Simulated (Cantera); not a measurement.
Charge: 1 mol CuO, 5 mol HF, 2.2 mol N2, at 973 K.

Cantera equilibrium calculation (NASA polynomials, part measured and part estimated; ideal gas, pure solids and liquids). Candidate condensed phases: Cu, CuF2, CuO, Cu(OH)2, Cu2O, H2O; 45 gas species. Kinetics and transport are ignored.

Question: Which condensed phases are stable at each of these points (P (Pa)): 1, 6.80, 46, 320, 2200, 15000, 100000?

Answer: 
| P (Pa) | condensed phases | Cu condensed (%) |
|---|---|---|
| 1 | Cu2O(s) | 99.3 |
| 6.80 | Cu2O(s) | 99.6 |
| 46 | Cu2O(s) | 99.8 |
| 320 | CuO(s) + Cu2O(s) | 99.9 |
| 2200 | CuO(s) + Cu2O(s) | 99.9 |
| 15000 | CuF2(s) + CuO(s) + Cu2O(s) | 100.0 |
| 100000 | CuF2(s) + CuO(s) + Cu2O(s) | 100.0 |

From 1.00 Pa to 46.0 Pa the condensed part is Cu2O(s). From 3.20 mbar to 22.0 mbar the condensed part is CuO(s) + Cu2O(s). From 0.150 bar to 1.00 bar the condensed part is CuF2(s) + CuO(s) + Cu2O(s).
